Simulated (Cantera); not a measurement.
An isothermal, constant-pressure homogeneous reactor starts with 68.0 % NH3, 32.0 % H2, at 2225 K and 2600 Pa.

Cantera simulation using the gas-phase N/H chemistry of the illustrative SiF4/NH3 mechanism in the Surface Chemkin manual (1991); the numbers are that mechanism's predictions, not measurements. Walls and surfaces, which speed up NH3 decomposition in real reactors, are not modelled.

One state of this run: x NH3 = 0.0145; x H2 = 0.784; x NH2 = 0.000211; x N2H2 = 1.93e-7; x N = 6.06e-6; x NH = 2.35e-5. x: mole fraction; the columns are a selection and need not sum to one.

Which value of t (s) does it belong to?
(A) 0.0373
(B) 0.268
(C) 0.000720
(D) 0.518

D, 0.518
